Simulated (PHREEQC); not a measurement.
Dissolve 0.06 mol/kgw Al2(SO4)3, 8.4e-05 mol/kgw ZnCl2 and 0.049 mol/kgw HCl at 40 °C. Closed to the air; pH follows from the charge balance.

All values are PHREEQC results (ion-association model, wateq4f.dat), not measurements.

No solid was allowed to form.

Task: Predict the pH, ionic strength.

Result: pH 1.76; ionic strength 0.235 mol/kgw.

Task: In which forms is S present?

Result: AlSO4+ 45 %, Al(SO4)2- 24 %, SO4-2 16 %, HSO4- 15 % of the S.

Constants without temperature data keep their 25 °C values here.
